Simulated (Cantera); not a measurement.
An adiabatic, constant-pressure homogeneous reactor starts with H₂ : O₂ : N₂ : H₂O = 1 : 0.725 : 2.72 : 0.14 (molar parts), at 1200 K and 21800 Torr. Integrator tolerance rtol = 1e-08.

Detailed kinetics in Cantera: the H2/O2 subset of GRI-Mech 3.0, which has no nitrogen chemistry. The hydrogen kinetics of GRI-Mech 3.0 are dated; newer H2 mechanisms differ, most at raised pressure. The pressure lies above the range GRI-Mech 3.0 was tuned for (to about 10 atm).

Q: What does this change do: pressure from 21800 Torr to 4580 Torr?

A: 
```
quantity                                                              before                                    after
---------------------------------  -----------------------------------------  ---------------------------------------
time of steepest temperature rise                                   0.155 ms                                  41.3 µs
temperature at 0.500 s                                                2651 K                                   2612 K
equilibrium temperature                                               2651 K                                   2612 K
x(H₂) at 0.500 s                     0.00260 (gas-phase equilibrium 0.00260)  0.00470 (gas-phase equilibrium 0.00470)
x(O₂) at 0.500 s                       0.0527 (gas-phase equilibrium 0.0527)    0.0524 (gas-phase equilibrium 0.0524)
x(H₂O) at 0.500 s                        0.269 (gas-phase equilibrium 0.269)      0.264 (gas-phase equilibrium 0.264)
x(OH) at 0.500 s                       0.0113 (gas-phase equilibrium 0.0113)    0.0148 (gas-phase equilibrium 0.0148)
x(H) at 0.500 s                    0.000448 (gas-phase equilibrium 0.000448)  0.00113 (gas-phase equilibrium 0.00113)
x(H₂O₂) at 0.500 s                   3.19e-6 (gas-phase equilibrium 3.19e-6)  1.33e-6 (gas-phase equilibrium 1.33e-6)
x(O) at 0.500 s                      0.00125 (gas-phase equilibrium 0.00125)  0.00229 (gas-phase equilibrium 0.00229)
```

Q: What does this change do: initial temperature 1200 to 1100 K?

A: 
| quantity | before | after |
|---|---|---|
| time of steepest temperature rise | 0.155 ms | 0.862 ms |
| temperature at 0.500 s | 2651 K | 2577 K |
| equilibrium temperature | 2651 K | 2577 K |
| x(H₂) at 0.500 s | 0.00260 (gas-phase equilibrium 0.00260) | 0.00188 (gas-phase equilibrium 0.00188) |
| x(O₂) at 0.500 s | 0.0527 (gas-phase equilibrium 0.0527) | 0.0531 (gas-phase equilibrium 0.0531) |
| x(H₂O) at 0.500 s | 0.269 (gas-phase equilibrium 0.269) | 0.271 (gas-phase equilibrium 0.271) |
| x(OH) at 0.500 s | 0.0113 (gas-phase equilibrium 0.0113) | 0.00923 (gas-phase equilibrium 0.00923) |
| x(H) at 0.500 s | 0.000448 (gas-phase equilibrium 0.000448) | 0.000284 (gas-phase equilibrium 0.000284) |
| x(H₂O₂) at 0.500 s | 3.19e-6 (gas-phase equilibrium 3.19e-6) | 2.79e-6 (gas-phase equilibrium 2.79e-6) |
| x(O) at 0.500 s | 0.00125 (gas-phase equilibrium 0.00125) | 0.000903 (gas-phase equilibrium 0.000903) |

Q: What does this change do: constant volume in place of constant pressure?

A: 
```json
[
 {"quantity": "time of steepest temperature rise", "before": "0.155 ms", "after": "0.146 ms"},
 {"quantity": "temperature at 0.500 s", "before": "2651 K", "after": "2913 K"},
 {"quantity": "equilibrium temperature", "before": "2651 K", "after": "2913 K"},
 {"quantity": "x(H₂) at 0.500 s", "before": "0.00260 (gas-phase equilibrium 0.00260)", "after": "0.00484 (gas-phase equilibrium 0.00484)"},
 {"quantity": "x(O₂) at 0.500 s", "before": "0.0527 (gas-phase equilibrium 0.0527)", "after": "0.0516 (gas-phase equilibrium 0.0516)"},
 {"quantity": "x(H₂O) at 0.500 s", "before": "0.269 (gas-phase equilibrium 0.269)", "after": "0.262 (gas-phase equilibrium 0.262)"},
 {"quantity": "x(OH) at 0.500 s", "before": "0.0113 (gas-phase equilibrium 0.0113)", "after": "0.0177 (gas-phase equilibrium 0.0177)"},
 {"quantity": "x(H) at 0.500 s", "before": "0.000448 (gas-phase equilibrium 0.000448)", "after": "0.00106 (gas-phase equilibrium 0.00106)"},
 {"quantity": "x(H₂O₂) at 0.500 s", "before": "3.19e-6 (gas-phase equilibrium 3.19e-6)", "after": "7.17e-6 (gas-phase equilibrium 7.17e-6)"},
 {"quantity": "x(O) at 0.500 s", "before": "0.00125 (gas-phase equilibrium 0.00125)", "after": "0.00239 (gas-phase equilibrium 0.00239)"}
]
```
